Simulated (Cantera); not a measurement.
An isothermal, constant-pressure homogeneous reactor starts with CO : O2 : H2O : N2 = 0.0036 : 0.031 : 0.0022 : 1 (molar parts), equivalence ratio 0.058, at 1475 K and 0.510 bar.

Cantera simulation using GRI-Mech 3.0 (53 species, 325 reactions); the numbers are that mechanism's predictions, not measurements.

x: mole fraction; the columns are a selection and need not sum to one.

```csv
t (s),x CO,x O2,x H2O,x NO2,x NO,x CO2
1.00e-6,0.00347,0.0299,0.00212,<1e-12,<1e-12,8.93e-11
8.18e-6,0.00347,0.0299,0.00212,<1e-12,<1e-12,7.31e-10
6.69e-5,0.00347,0.0299,0.00212,<1e-12,<1e-12,6.06e-9
0.000547,0.00347,0.0299,0.00212,<1e-12,<1e-12,7.18e-8
0.00447,___,0.0296,0.00206,2.40e-12,___,___
0.0366,2.65e-5,0.0282,0.00209,2.48e-9,9.54e-7,0.00345
0.299,3.85e-7,0.0282,0.00212,2.17e-9,1.07e-6,0.00348
2.45,9.76e-8,0.0282,0.00212,1.64e-9,1.09e-6,0.00348
20.0,9.75e-8,0.0282,0.00212,1.78e-9,1.18e-6,0.00348
```

Task: Fill in the missing entries.

Result: 
- 0.00447, x CO: 0.00313
- 0.00447, x NO: 1.71e-9
- 0.00447, x CO2: 0.000346
